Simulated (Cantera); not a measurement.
# Adiabatic ignition

An adiabatic, constant-volume homogeneous reactor starts with CO : H2 : O2 : N2 = 1 : 0.14 : 1.54 : 5.79 (molar parts), equivalence ratio 0.37, at 1650 K and 323 Torr.

Computed with Cantera and GRI-Mech 3.0 (53 species, 325 reactions).

```
t (s)     T (K)  P (bar)    x CO      x H2   x O2    x HO2       x H
--------  -----  -------  ------  --------  -----  -------  --------
1.00e-6    1650    0.430   0.118    0.0165  0.182  4.16e-8   3.93e-8
4.06e-6    1650    0.430   0.118    0.0165  0.182  1.59e-7   2.03e-7
1.65e-5    1650    0.430   0.118    0.0165  0.182  5.71e-7   4.84e-6
6.69e-5    1671    0.435   0.105   0.00133  0.160  7.74e-6   0.00509
0.000272   1914    0.493  0.0504   0.00112  0.121  4.87e-6    0.0107
0.00110    2310    0.581  0.0362  0.000797  0.125  2.35e-6   0.00340
0.00448    2567    0.635  0.0211  0.000423  0.122  3.60e-6  0.000949
0.0182     2562    0.633  0.0197  0.000398  0.117  3.54e-6  0.000830
0.0739     2559    0.632  0.0194  0.000395  0.116  3.49e-6  0.000814
0.300      2559    0.632  0.0194  0.000395  0.116  3.49e-6  0.000814
```
x: mole fraction; the columns are a selection and need not sum to one.

```yaml
time_of_steepest_temperature_rise: 0.132 ms
temperature at 0.300 s: 2559 K
equilibrium_temperature: 2559 K
x(CO) at 0.300 s: 0.0194 (gas-phase equilibrium 0.0194)
x(H2) at 0.300 s: 0.000395 (gas-phase equilibrium 0.000395)
x(O2) at 0.300 s: 0.116 (gas-phase equilibrium 0.116)
```
